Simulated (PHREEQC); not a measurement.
A solution holds 0.18 mol HF, 0.014 mol (CH3)4NF and 0.00066 mol H2SiF6 per kg of water, at 25 °C. Closed to the air; pH follows from the charge balance.

The numbers come from PHREEQC with the ion-association model, phreeqc.dat.

Precipitation was switched off in this run.

Q: What pH, ionic strength does the model give?

A: pH 2.04; ionic strength 0.0249 mol/kgw.

Q: In which forms is F present?

A: HF 82 %, HF2- 8.9 %, F- 7.1 %, SiF6-2 2.0 % of the F.

(CH3)4N+ isn't in the database: it is added as a free cation with an ion size of 4 Å. SiF6-2 is the database's only silicon fluoride.
